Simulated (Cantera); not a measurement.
A closed system holds: 1 mol Si, 3 mol NF3, 6 mol Cl2, equilibrated at 1025 K.

Cantera equilibrium calculation (NASA polynomials, part measured and part estimated; ideal gas, pure solids and liquids). Candidate condensed phases: Si, Si3N4; 24 gas species. Kinetics and transport are ignored.

At 0.100 bar, list the 6 most abundant gas species with their mole fractions, and the condensed phases.

ClF 0.454, Cl2 0.318, N2 0.136, SiF4 0.0908, Cl 0.000997, F 0.000487. Condensed: gas only.
